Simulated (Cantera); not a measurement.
**Thermodynamics of chlorosilane synthesis and conversion, feed SiCl₄ + HCl + H₂**

Charge: 1 mol SiCl₄, 0.75 mol HCl, 0.53 mol H₂, at 527 °C and 5.00 bar.

Method: chemical equilibrium by Gibbs-energy minimisation in Cantera with the NASA 1993 tables (ideal gas, pure condensed phases). Candidate condensed phases: Si; 19 gas species. Rates play no part.

```
Item                                  Value
--------------------------------  ---------
x(SiCl₄)                              0.438
x(HCl)                                0.329
x(H₂)                                 0.232
x(SiHCl₃)                          0.000279
gas amount                        2.280 mol
log10 activity of Si(s) (absent)     -10.77
```
